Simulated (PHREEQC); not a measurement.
A solution holds 0.24 mol/kgw NiSO4, 0.00014 mol/kgw ZnCl2, 0.00027 mol/kgw NaF and 0.023 mol/kgw Na2SO4, at 20 °C. Closed to the air; pH follows from the charge balance.

The numbers come from PHREEQC with the ion-association model, wateq4f.dat.

```tsv
quantity	before	after
pH	6.04	5.96
NiSO4 (mol/kgw)	0.133	0.302
SO4-2 (mol/kgw)	0.123	0.190
Ni+2 (mol/kgw)	0.106	0.176
Na+ (mol/kgw)	0.0410	0.0395
SI of Morenosite (NiSO4:7H2O)	-0.72	-0.36
SI of Mirabilite (Na2SO4:10H2O)	-3.34	-3.28
```

Which change was made?
A. NiSO4 from 0.24 to 0.48 mol/kgw
B. temperature from 20 to 40 °C
C. diluted 100-fold with water
D. NaF from 0.00027 to 0.0027 mol/kgw

A, NiSO4 from 0.24 to 0.48 mol/kgw

Precipitation was switched off in this run. The ionic strength passes 0.7 mol/kgw, the rough limit of the ion-association models, in after. Some of these states are supersaturated (in Ni(OH)2, for instance).
